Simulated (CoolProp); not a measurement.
Saturation properties of fluoroethane (R161) (Tc = 375.2 K, pc = 5010 kPa, ω = 0.216).

Model: reference Helmholtz-energy equation of state, Wu 2012, in CoolProp.

```tsv
T (K)	p (kPa)	liquid density (kg/m³)	enthalpy of vaporisation (kJ/kg)	liquid cp (kJ/(kg K))	surface tension (mN/m)
185.5	4.848	884.9	475.2	1.943	25.2
188.3	6.043	881.3	472.4	1.937	24.8
191.1	7.475	877.6	…	1.932	…
193.9	9.181	874.0	466.8	1.928	24.0
196.7	11.20	870.4	464.0	1.924	23.6
199.5	13.57	866.7	461.3	1.921	23.2
202.3	16.35	863.0	458.5	1.919	22.8
205.1	19.57	859.3	455.8	1.918	22.4
207.9	23.30	855.6	453.0	1.918	22.0
210.7	27.59	851.9	…	1.919	…
213.5	32.50	848.2	447.5	1.921	…
```

Question: What belongs in the gaps?

Answer: 
- 191.1, enthalpy of vaporisation (kJ/kg): 469.6
- 191.1, surface tension (mN/m): 24.4
- 210.7, enthalpy of vaporisation (kJ/kg): 450.3
- 210.7, surface tension (mN/m): 21.6
- 213.5, surface tension (mN/m): 21.1

It boils at 235.6 K under 1 atm.

Surface tension comes from a separate correlation (Mulero 2012).
